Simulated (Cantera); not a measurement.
Charge: 1 mol TiO2, a varied amount of C, 0.13 mol H2, equilibrated at 1648 K and 1000 Pa.

These are equilibrium values from Cantera (NASA tables, ideal gas, pure condensed phases), not measurements of a reactor. Candidate condensed phases: C, C6H6, C7H8, C8H18, H2O, Ti, TiC, TiO, TiO2, Ti2O3, Ti3O5, Ti4O7; 113 gas species. Mutual solubility and eutectic melting of coexisting phases are not modelled. TiC: taken at fixed stoichiometry. Kinetics and transport are ignored.

x: gas mole fraction; n: condensed amount in mol.

```tsv
n(C) (mol)	x CO	x H2	x H	x CO2	x H2O	x C2H2 (acetylene)	n Ti2O3(s)	n Ti3O5(s)	n TiC(s)	n C(graphite)
0.46	0.779	0.220	0.000418	0.000193	0.000174	4.03e-10	0.381	0.0796	___	0
0.64	0.818	0.182	0.000380	3.28e-5	2.34e-5	1.39e-8	0.472	0	___	0
0.89	0.849	0.150	0.000345	3.46e-5	1.96e-5	1.20e-8	0.422	0	___	0
1.2	0.876	0.124	0.000313	3.62e-5	1.64e-5	1.03e-8	0.360	0	___	0
1.7	0.904	0.0961	0.000276	3.78e-5	1.29e-5	8.30e-9	0.260	0	___	0
2.4	0.926	0.0733	0.000241	3.91e-5	9.92e-6	6.52e-9	0.120	0	___	0
3.3	0.939	0.0609	0.000220	1.79e-6	3.72e-7	2.72e-6	0	0	1.00	0.300
4.5	0.939	0.0609	0.000220	1.79e-6	3.72e-7	2.72e-6	0	0	1.00	1.50
6.3	0.939	0.0609	0.000220	1.79e-6	3.72e-7	2.72e-6	0	0	1.00	3.30
```

Question: Complete the blanks.

Answer: 
- 0.46, n TiC(s): 0
- 0.64, n TiC(s): 0.0560
- 0.89, n TiC(s): 0.156
- 1.2, n TiC(s): 0.280
- 1.7, n TiC(s): 0.480
- 2.4, n TiC(s): 0.760
